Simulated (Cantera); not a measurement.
**NO annealing gas**

An isothermal, constant-pressure homogeneous reactor starts with 61.0 % NO, 39.0 % N₂, at 1850 K and 20.0 Torr.

Model: GRI-Mech 3.0 (53 species, 325 reactions), integrated in Cantera. Radical loss at walls, strong at low pressure, is not modelled.

```tsv
t (s)	x NO	x O₂	x N₂O	x NO₂	x N₂	x O
0.000200	0.610	8.03e-10	7.08e-7	3.40e-9	0.390	7.08e-7
0.000986	0.610	1.94e-8	3.46e-6	7.92e-8	0.390	3.46e-6
0.00486	0.610	4.88e-7	1.63e-5	1.61e-6	0.390	1.65e-5
0.0240	0.610	1.77e-5	6.50e-5	1.67e-5	0.390	7.30e-5
0.118	0.609	0.000395	0.000133	3.15e-5	0.391	0.000139
0.584	0.604	0.00270	0.000135	3.72e-5	0.393	0.000154
2.88	0.581	0.0144	0.000119	5.73e-5	0.405	0.000204
14.2	0.466	0.0717	6.86e-5	9.74e-5	0.462	0.000350
70.0	0.142	0.234	5.47e-6	5.48e-5	0.624	0.000581
```
x: mole fraction; the columns are a selection and need not sum to one.

Equilibrium at this temperature and pressure: NO 0.00553, O₂ 0.302, N₂O 4.83e-8, NO₂ 2.45e-6, N₂ 0.692, O 0.000653 (gas phase only).
